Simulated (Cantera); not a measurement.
An isothermal, constant-pressure homogeneous reactor starts with 0.794 % H2, 99.2 % O2, at 1123 K and 2.70 Torr.

Detailed kinetics in Cantera: the H2/O2 subset of GRI-Mech 3.0, which has no nitrogen chemistry. Radical loss at walls, strong at low pressure, is not modelled.

x: mole fraction; the columns are a selection and need not sum to one.

| t (s) | x H2 | x O2 | x OH | x H | x H2O | x O |
|---|---|---|---|---|---|---|
| 9.00e-5 | 0.00794 | 0.992 | 6.39e-12 | 3.07e-11 | <1e-12 | 6.45e-12 |
| 0.000271 | 0.00794 | 0.992 | 4.51e-11 | 6.74e-11 | 2.57e-12 | 4.66e-11 |
| 0.000816 | 0.00794 | 0.992 | 2.40e-10 | 1.16e-10 | 4.54e-11 | 2.64e-10 |
| 0.00246 | 0.00794 | 0.992 | 1.09e-9 | 2.51e-10 | 6.41e-10 | 1.40e-9 |
| 0.00740 | 0.00794 | 0.992 | 8.97e-9 | … | 1.20e-8 | 1.35e-8 |
| 0.0223 | 0.00793 | 0.992 | 1.35e-6 | … | 2.32e-6 | 2.11e-6 |
| 0.0671 | 0.000240 | 0.985 | 0.000819 | … | 0.00702 | 0.00632 |
| 0.202 | 2.67e-5 | 0.985 | 0.000482 | … | 0.00751 | 0.00649 |
| 0.608 | 2.22e-5 | 0.986 | 0.000439 | … | 0.00758 | 0.00535 |
| 1.83 | 1.37e-5 | 0.989 | 0.000346 | … | 0.00771 | 0.00326 |
| 5.51 | 4.92e-6 | 0.991 | 0.000208 | … | 0.00784 | 0.00116 |
| 16.6 | 1.01e-6 | 0.992 | 9.43e-5 | … | 0.00792 | 0.000237 |
| 50.0 | 1.55e-7 | 0.992 | 3.72e-5 | … | 0.00795 | 3.66e-5 |

Question: What belongs in the gaps?

Answer: 
- 0.00740, x H: 1.52e-9
- 0.0223, x H: 2.18e-7
- 0.0671, x H: 0.000542
- 0.202, x H: 0.000322
- 0.608, x H: 0.000242
- 1.83, x H: 0.000116
- 5.51, x H: 2.47e-5
- 16.6, x H: 2.28e-6
- 50.0, x H: 1.39e-7
